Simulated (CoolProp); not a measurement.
1,2-dichloroethane along the isotherm 361.3 K: density (kg/m³) from the reference equation and from simpler models built on Tc = 561.6 K, pc = 5.226 MPa, ω = 0.269; each cubic takes its own stable root.

Computed with CoolProp (reference Helmholtz-energy equation of state, Thol 2015).

```tsv
p (MPa)	phase	reference	Redlich-Kwong	Soave-Redlich-Kwong	Peng-Robinson
0.0826	gas	2.785	2.772	2.779	2.781
0.147	liquid	1149	5.010	1005	1136
0.261	liquid	1150	969.0	1005	1136
0.465	liquid	1150	?	1006	1136
0.826	liquid	1150	970.7	1006	1137
1.47	liquid	1152	972.6	1008	?
2.61	liquid	1153	976.0	1010	1141
4.65	liquid	1157	981.7	1015	1145
8.26	liquid	?	991.1	1022	1152
14.7	liquid	1171	1006	1033	?
26.1	liquid	1185	1028	1050	1179
```

Q: Some entries are withheld; supply them.

A: 
- 0.465, Redlich-Kwong: 969.6
- 1.47, Peng-Robinson: 1138
- 8.26, reference: 1162
- 14.7, Peng-Robinson: 1163

At some of these states Redlich-Kwong gives the other phase, because its saturation line lies elsewhere.
